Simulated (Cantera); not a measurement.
An isothermal, constant-pressure homogeneous reactor starts with C2H6 : N2 = 1 : 2.9 (molar parts), at 1900 K and 15000 Pa. Integrator tolerance rtol = 1e-08.

Detailed kinetics in Cantera: GRI-Mech 3.0 (53 species, 325 reactions). GRI-Mech 3.0 stops at C3 and has no aromatics, soot or wall deposition, so with more carbon than oxygen in the feed, carbon stays in small species such as C2H2 where larger ones or solid carbon would form.

```tsv
quantity	before	after
x(C2H6) at 100 s	4.07e-9 (gas-phase equilibrium 2.48e-9)	0.000998 (gas-phase equilibrium 0.000180)
x(CH4) at 100 s	0.000343 (gas-phase equilibrium 0.000268)	0.0716 (gas-phase equilibrium 0.191)
x(C2H2) at 100 s	0.168 (gas-phase equilibrium 0.102)	0.0718 (gas-phase equilibrium 0.0523)
x(CH3) at 100 s	2.43e-5 (gas-phase equilibrium 1.90e-5)	2.39e-6 (gas-phase equilibrium 1.32e-6)
x(C2H4) at 100 s	0.000103 (gas-phase equilibrium 6.21e-5)	0.0883 (gas-phase equilibrium 0.0316)
x(H) at 100 s	0.00120 (gas-phase equilibrium 0.00120)	3.50e-7 (gas-phase equilibrium 3.57e-8)
x(HCN) at 100 s	0.00144 (gas-phase equilibrium 0.135)	2.26e-12 (gas-phase equilibrium 0.0552)
```

Name the change that produced these shifts.
A. temperature 1900 to 1125 K
B. temperature 1900 to 1748 K
C. temperature 1900 to 1475 K
D. N2 2.9 to 19 parts

A, temperature 1900 to 1125 K
